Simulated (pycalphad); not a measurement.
# Effect of B content in Hf-B

All values are pycalphad results on the COST 507 light-alloy database (1999) (1 atm), not direct measurements. The data set is of 1999 and partly superseded. Phase fractions are per mole of atoms. Kinetics are ignored, which matters at the lower temperatures.

```
alloy                liquidus (K)  first solid  solidus (K)             phases at 550 K
-------------------  ------------  -----------  -----------  --------------------------
Hf-0.006669B (wt.%)          2504       BCC_A2         2466  HCP_A3 1.00, BM under 0.01
Hf-0.01335B (wt.%)           2502       BCC_A2         2424  HCP_A3 1.00, BM under 0.01
Hf-0.02005B (wt.%)            [?]       BCC_A2          [?]        HCP_A3 0.99, BM 0.01
Hf-0.02676B (wt.%)           2498       BCC_A2         2339        HCP_A3 0.99, BM 0.01
```

Task: What belongs in the gaps?

Result: 
- Hf-0.02005B (wt.%), liquidus (K): 2500
- Hf-0.02005B (wt.%), solidus (K): 2381

Database names, with the compositions (at.%) that they take in these runs: BM: Hf 50 B 50. BCC_A2 is bcc; HCP_A3 is hcp.
